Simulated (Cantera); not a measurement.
Charge: 1 mol SiH4, 20 mol H2O, 0.12 mol O3, equilibrated at 25.5 Torr.

These are equilibrium values from Cantera (NASA tables, ideal gas, pure condensed phases), not measurements of a reactor. Candidate condensed phases: H2O, Si, SiO2; 18 gas species. The numbers say what is thermodynamically allowed, not how fast it happens.

Question: Which condensed phases are stable at each of these points (T (K)): 573, 623, 673, 723, 773, 823, 873, 923, 973, 1023, 1073, 1123?

Answer: 
```csv
T (K),condensed phases,Si condensed (%)
573,SiO2(α-quartz),100.0
623,SiO2(α-quartz),100.0
673,SiO2(α-quartz),100.0
723,SiO2(α-quartz),100.0
773,SiO2(α-quartz),100.0
823,SiO2(α-quartz),100.0
873,SiO2(β-quartz),100.0
923,SiO2(β-quartz),100.0
973,SiO2(β-quartz),100.0
1023,SiO2(β-quartz),100.0
1073,SiO2(β-quartz),100.0
1123,SiO2(β-quartz),100.0
```

From 573 K to 823 K the condensed part is SiO2(α-quartz). From 873 K to 1123 K the condensed part is SiO2(β-quartz).
